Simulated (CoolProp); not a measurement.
Vapour-liquid equilibrium of fluoroethane (R161) (1) + R134a (2) at 289.6 K; x and y are mole fractions of (1).

Computed with CoolProp (multi-fluid Helmholtz-energy mixture model, Wu 2012 and Tillner-Roth 1994; pair parameters Bell 2016).

### Question
Give the bubble pressure and the first vapour's composition at x = 0.05, 0.55, 0.85. Is there an azeotrope?

### Answer
x = 0.05: 0.5187 MPa, y = 0.061; x = 0.55: 0.6106 MPa, y = 0.623; x = 0.85: 0.6849 MPa, y = 0.891. No azeotrope shows between x = 0.05 and 0.95.

Pair parameters are fitted to limited data, so mixtures are less certain than the pure fluids.
